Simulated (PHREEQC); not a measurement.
Synthetic water in mg/L, 55 °C, pH 2.71, pe 8.7: Na 29.8; K 2.36; Ca 136; Mg 14.8; Cl 103; S(6) as SO4 486; Mn(2) 0.0766.

Cl is adjusted to close the charge balance.
Valence states are taken as typed.

The numbers come from PHREEQC with the ion-association model, wateq4f.dat.

**Question.** The ionic strength comes out as 0.0158 mol/kgw. What activity coefficients do HSO4-, Cl-, Na+, Mn+2, Mg+2 get?

**Answer.** HSO4- 0.88, Cl- 0.87, Na+ 0.88, Mn+2 0.61, Mg+2 0.61.

No solid was allowed to form. At this temperature some constants are extrapolated from 25 °C, and those without enthalpy data are left unchanged.
